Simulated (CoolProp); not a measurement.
Vapour-liquid equilibrium of R134a (1) + R245fa (2) at 328.6 K; x and y are mole fractions of (1).

Values from CoolProp's multi-fluid Helmholtz-energy mixture model, Tillner-Roth 1994 and Akasaka 2015; pair parameters Akasaka 2014.

```json
[
 {"x": "0.05", "bubble pressure, mixture model (kPa)": "454.8", "bubble pressure, Raoult's law (kPa)": "460.5", "y, mixture model": "0.140", "y, Raoult's law": "0.164"},
 {"x": "0.125", "bubble pressure, mixture model (kPa)": "529.3", "bubble pressure, Raoult's law (kPa)": "543.2", "y, mixture model": "0.304", "y, Raoult's law": "0.347"},
 {"x": "0.2", "bubble pressure, mixture model (kPa)": "604.4", "bubble pressure, Raoult's law (kPa)": "625.9", "y, mixture model": "0.429", "y, Raoult's law": "0.482"},
 {"x": "0.275", "bubble pressure, mixture model (kPa)": "680.1", "bubble pressure, Raoult's law (kPa)": "708.6", "y, mixture model": "0.528", "y, Raoult's law": "0.585"},
 {"x": "0.35", "bubble pressure, mixture model (kPa)": "756.9", "bubble pressure, Raoult's law (kPa)": "791.3", "y, mixture model": "0.610", "y, Raoult's law": "0.667"},
 {"x": "0.425", "bubble pressure, mixture model (kPa)": "834.9", "bubble pressure, Raoult's law (kPa)": "873.9", "y, mixture model": "0.679", "y, Raoult's law": "0.733"},
 {"x": "0.5", "bubble pressure, mixture model (kPa)": "914.5", "bubble pressure, Raoult's law (kPa)": "956.6", "y, mixture model": "0.738", "y, Raoult's law": "0.788"},
 {"x": "0.575", "bubble pressure, mixture model (kPa)": "995.9", "bubble pressure, Raoult's law (kPa)": "1039", "y, mixture model": "0.789", "y, Raoult's law": "0.834"},
 {"x": "0.65", "bubble pressure, mixture model (kPa)": "1079", "bubble pressure, Raoult's law (kPa)": "1122", "y, mixture model": "0.835", "y, Raoult's law": "0.874"},
 {"x": "0.725", "bubble pressure, mixture model (kPa)": "1165", "bubble pressure, Raoult's law (kPa)": "1205", "y, mixture model": "0.876", "y, Raoult's law": "0.907"},
 {"x": "0.8", "bubble pressure, mixture model (kPa)": "1254", "bubble pressure, Raoult's law (kPa)": "1287", "y, mixture model": "0.913", "y, Raoult's law": "0.937"},
 {"x": "0.875", "bubble pressure, mixture model (kPa)": "1346", "bubble pressure, Raoult's law (kPa)": "1370", "y, mixture model": "0.948", "y, Raoult's law": "0.963"},
 {"x": "0.95", "bubble pressure, mixture model (kPa)": "1442", "bubble pressure, Raoult's law (kPa)": "1453", "y, mixture model": "0.980", "y, Raoult's law": "0.986"}
]
```

The largest gap from Raoult's law is -4.5 % in bubble pressure, at x = 0.425. No azeotrope shows between x = 0.05 and 0.95.

The pair parameters rest on a limited set of measurements; away from them the model extrapolates.
